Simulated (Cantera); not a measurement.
A freely propagating, adiabatic, planar premixed flame of 30.4 % H2, 15.2 % O2, 39.5 % N2, 14.9 % H2O, unburnt at 498 K and 750 Torr; mixture-averaged transport, grid criteria slope 0.08 and curve 0.16, no radiation.

Computed with Cantera and the H2/O2 subset of GRI-Mech 3.0, which has no nitrogen chemistry. Burning velocities carry a grid error of a few per cent, more on coarse grids.

x: mole fraction of selected species; z is measured from the peak of heat release.

```tsv
z (mm)	T (K)	u (m/s)	x H2	x O2	x H2O	x H2O2	x HO2	x O
-1.06	498	5.39	0.304	0.152	0.149	<1e-8	<1e-8	<1e-8
-0.708	498	5.39	0.304	0.152	0.149	<1e-8	<1e-8	<1e-8
-0.531	498	5.39	0.304	0.152	0.149	<1e-8	<1e-8	<1e-8
-0.354	498	5.39	0.304	0.152	0.149	<1e-8	1.13e-7	<1e-8
-0.177	510	5.47	0.297	0.153	0.151	4.07e-6	0.000130	___
-0.0885	720	7.49	0.263	0.150	0.173	5.61e-5	0.000567	___
0	1184	11.9	0.177	0.119	0.254	1.70e-5	0.000199	___
0.0885	1512	15.0	0.0940	0.0652	0.352	5.23e-6	8.08e-5	___
0.177	1682	16.5	0.0637	0.0402	0.395	3.08e-6	4.26e-5	___
0.354	1850	18.0	0.0547	0.0302	0.416	1.60e-6	2.57e-5	___
0.708	2012	19.4	0.0497	0.0250	0.433	8.87e-7	1.62e-5	___
1.42	2156	20.5	0.0426	0.0201	0.452	5.73e-7	9.75e-6	___
2.83	2276	21.5	0.0346	0.0158	0.469	4.18e-7	5.81e-6	___
```

Q: Fill in the missing entries.

A: 
- -0.177, x O: 1.98e-6
- -0.0885, x O: 0.000163
- 0, x O: 0.00303
- 0.0885, x O: 0.00816
- 0.177, x O: 0.00969
- 0.354, x O: 0.00869
- 0.708, x O: 0.00647
- 1.42, x O: 0.00434
- 2.83, x O: 0.00269
